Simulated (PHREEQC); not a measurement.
Make-up at 25 °C: 0.00023 mol H2S and 0.022 mol NaHCO3 per kg of water. Closed to the air; pH follows from the charge balance.

The numbers come from PHREEQC with the ion-association model, wateq4f.dat.

Precipitation was switched off in this run.

Task: Estimate the pH.

Result: pH 8.01.

Task: In which forms is C present?

Result: HCO3- 96 %, CO2 1.8 %, NaHCO3 0.9 %, CO3-2 0.7 % of the C.

Species that the database lacks are ignored. The polysulfide entries of wateq4f.dat were taken out for this run.
